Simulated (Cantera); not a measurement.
A closed system holds: 1 mol Si, 2 mol Cl2, 0.5 mol H2, held at 800 K and 25.0 bar.

Equilibrium computed with Cantera from the NASA thermochemical tables; the gas is ideal and each condensed phase is pure. Candidate condensed phases: Si; 19 gas species. Kinetics and transport are ignored.

Base state: SiCl4 0.653, H2 0.320, HCl 0.0138, SiHCl3 0.0137, SiH2Cl2 2.33e-5 (mole fractions); condensed: gas only.

Question: What changes in the equilibrium state with this change: temperature from 800 K to 1348 K?

Answer: 
| species | before | after |
|---|---|---|
| SiCl4 | 0.653 | 0.565 |
| H2 | 0.320 | 0.240 |
| HCl | 0.0138 | 0.0994 |
| SiCl3 | 3.36e-6 | 0.0149 |
| SiHCl3 | 0.0137 | 0.0774 |
| SiCl2 | 1.92e-9 | 0.00198 |
| SiH2Cl2 | 2.33e-5 | 0.00155 |
The tables' values for SiCl3 are old estimates; treat these amounts as uncertain.
